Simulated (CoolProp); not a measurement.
Vapour pressure (kPa) of diethyl ether: the reference equation beside estimates from Tc = 467.9 K, pc = 3717 kPa, ω = 0.282. Clausius-Clapeyron is anchored at 368.1 K with a constant enthalpy of vaporisation of 22.02 kJ/mol.

Model: reference Helmholtz-energy equation of state, Thol 2014, in CoolProp.

| T (K) | reference | Clausius-Clapeyron | van der Waals |
|---|---|---|---|
| 342.8 | 305.2 | 342.2 | 936.4 |
| 351.3 | 383.5 | 412.5 | 1055 |
| 359.7 | 475.0 | 491.9 | 1182 |
| 368.1 | 581.9 | 581.9 | 1318 |
| 376.5 | 705.8 | 683.2 | 1464 |
| 385 | 850.2 | 798.0 | 1621 |
| 393.4 | 1013 | 924.3 | 1786 |
| 401.8 | 1199 | 1064 | 1962 |
| 410.2 | 1408 | 1218 | 2148 |
| 418.7 | 1647 | 1388 | 2347 |
| 427.1 | 1911 | 1572 | 2554 |
| 435.5 | 2207 | 1772 | 2772 |

Absolute difference from the reference over all 12 rows, mean and median: Clausius-Clapeyron 9.9 and 10.0 %, van der Waals 95.8 and 83.5 %.
